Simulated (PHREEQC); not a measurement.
Ca(OH)2 is added in steps, without added water, to 1 kg of water holding 0.048 mol Cu(NO3)2, at 25 °C. Oxygen alone is held at its pressure in air (log pO2 = -0.68). No CO2 enters from the air. The run lets Portlandite, Tenorite, Cu2(OH)3NO3 precipitate or redissolve, and no other solid.

Base run: PHREEQC, ion-association model, wateq4f.dat. Each further column changes one thing. The table gives pH.

```csv
Ca(OH)2 added (mol),base,metal-ligand complexes left out,Davies equation for every ion,all activity coefficients set to 1
0,4.38,4.38,4.41,4.21
0.029,4.89,4.89,4.91,4.81
0.058,12.05,12.05,12.07,12.04
0.1015,12.26,12.26,12.27,12.06
0.1305,12.26,12.26,12.27,12.06
0.1595,12.26,12.26,12.27,12.06
0.1885,12.26,12.26,12.27,12.06
0.232,12.26,12.26,12.27,12.06
0.261,12.26,12.26,12.27,12.06
0.29,12.26,12.26,12.27,12.06
```

The database's constant for dissolved Cu(OH)2 is higher than later reviews accept.
